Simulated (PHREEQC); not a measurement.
Make-up at 70 °C: 0.11 mol/kgw HNO3 and 0.2 mol/kgw KH2PO4. It is in equilibrium with CO2 at log p = -3.5 (atm). Otherwise closed; pH follows from the charge balance.

Equilibrium calculation in PHREEQC: ion-association model, phreeqc.dat.

Each row changes one thing in this solution. Precipitation was switched off in this run.

```json
[
 {"case": "as made", "pH": "2.19", "ionic strength (mol/kgw)": "0.208", "H3PO4 (mol/kgw)": "0.102", "H2PO4- (mol/kgw)": "0.0982", "HPO4-2 (mol/kgw)": "3.25e-6", "KHPO4- (mol/kgw)": "3.18e-7"},
 {"case": "temperature from 70 to 80 °C", "pH": "2.23", "ionic strength (mol/kgw)": "0.208", "H3PO4 (mol/kgw)": "0.102", "H2PO4- (mol/kgw)": "0.0977", "HPO4-2 (mol/kgw)": "3.69e-6", "KHPO4- (mol/kgw)": "3.51e-7"},
 {"case": "diluted 5-fold with water", "pH": "2.40", "ionic strength (mol/kgw)": "0.0447", "H3PO4 (mol/kgw)": "0.0173", "H2PO4- (mol/kgw)": "0.0227", "HPO4-2 (mol/kgw)": "8.06e-7", "KHPO4- (mol/kgw)": "2.76e-8"},
 {"case": "KH2PO4 from 0.2 to 0.22 mol/kgw", "pH": "2.26", "ionic strength (mol/kgw)": "(withheld)", "H3PO4 (mol/kgw)": "0.103", "H2PO4- (mol/kgw)": "0.117", "HPO4-2 (mol/kgw)": "4.63e-6", "KHPO4- (mol/kgw)": "4.82e-7"},
 {"case": "HNO3 from 0.11 to 0.55 mol/kgw", "pH": "0.58", "ionic strength (mol/kgw)": "0.555", "H3PO4 (mol/kgw)": "0.195", "H2PO4- (mol/kgw)": "0.00535", "HPO4-2 (mol/kgw)": "5.69e-9", "KHPO4- (mol/kgw)": "(withheld)"},
 {"case": "HNO3 from 0.11 to 1.1 mol/kgw", "pH": "0.18", "ionic strength (mol/kgw)": "1.10", "H3PO4 (mol/kgw)": "0.197", "H2PO4- (mol/kgw)": "0.00264", "HPO4-2 (mol/kgw)": "1.38e-9", "KHPO4- (mol/kgw)": "(withheld)"}
]
```

Task: Complete the blanks.

Result: 
- KH2PO4 from 0.2 to 0.22 mol/kgw, ionic strength (mol/kgw): 0.227
- HNO3 from 0.11 to 0.55 mol/kgw, KHPO4- (mol/kgw): 3.73e-10
- HNO3 from 0.11 to 1.1 mol/kgw, KHPO4- (mol/kgw): 6.92e-11

The ionic strength passes 0.7 mol/kgw, the rough limit of the ion-association models, in HNO3 from 0.11 to 1.1 mol/kgw. Away from 25 °C the constants follow the database's enthalpies or fits; those with neither stay at their 25 °C values.
